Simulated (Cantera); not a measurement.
A perfectly stirred reactor is fed with 53.5 % CH₄, 46.5 % H₂O, at 5.72 atm; it is held at 1700 K, and followed from long to short residence time.

Model: GRI-Mech 3.0 (53 species, 325 reactions), integrated in Cantera.

**Question.** Predict: x(CH₄) at τ = 0.840 s; x(H₂O) at τ = 0.840 s; x(C₂H) at τ = 0.840 s; x(CH₂CO) at τ = 0.840 s; x(H₂) at τ = 0.840 s; x(CH₄) at τ = 12.0 ms; x(H₂O) at τ = 12.0 ms; x(C₂H) at τ = 12.0 ms; x(CH₂CO) at τ = 12.0 ms; x(H₂) at τ = 12.0 ms.

**Answer.** 
| Quantity | Result |
|---|---|
| x(CH₄) at τ = 0.840 s | 0.0780 |
| x(H₂O) at τ = 0.840 s | 0.130 |
| x(C₂H) at τ = 0.840 s | 1.95e-8 |
| x(CH₂CO) at τ = 0.840 s | 9.34e-6 |
| x(H₂) at τ = 0.840 s | 0.594 |
| x(CH₄) at τ = 12.0 ms | 0.200 |
| x(H₂O) at τ = 12.0 ms | 0.348 |
| x(C₂H) at τ = 12.0 ms | 4.46e-8 |
| x(CH₂CO) at τ = 12.0 ms | 4.78e-5 |
| x(H₂) at τ = 12.0 ms | 0.336 |
